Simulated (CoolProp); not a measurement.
Properties of carbon monoxide along the isotherm 236.8 K.

Values from CoolProp's reference Helmholtz-energy equation of state, Lemmon 2006. It is a short technical equation, of lower accuracy than the large ones.

```json
[
 {"p (kPa)": "625", "phase": "gas", "density (kg/m³)": "8.966"},
 {"p (kPa)": "1250", "phase": "gas", "density (kg/m³)": "18.07"},
 {"p (kPa)": "1870", "phase": "gas", "density (kg/m³)": "27.25"},
 {"p (kPa)": "2500", "phase": "gas", "density (kg/m³)": "36.70"},
 {"p (kPa)": "3120", "phase": "gas", "density (kg/m³)": "46.12"},
 {"p (kPa)": "3750", "phase": "supercritical", "density (kg/m³)": "55.80"},
 {"p (kPa)": "4370", "phase": "supercritical", "density (kg/m³)": "65.42"},
 {"p (kPa)": "5000", "phase": "supercritical", "density (kg/m³)": "75.30"},
 {"p (kPa)": "5620", "phase": "supercritical", "density (kg/m³)": "85.08"},
 {"p (kPa)": "6250", "phase": "supercritical", "density (kg/m³)": "95.09"},
 {"p (kPa)": "6870", "phase": "supercritical", "density (kg/m³)": "105.0"},
 {"p (kPa)": "7500", "phase": "supercritical", "density (kg/m³)": "115.1"},
 {"p (kPa)": "8120", "phase": "supercritical", "density (kg/m³)": "125.0"},
 {"p (kPa)": "8750", "phase": "supercritical", "density (kg/m³)": "135.1"}
]
```
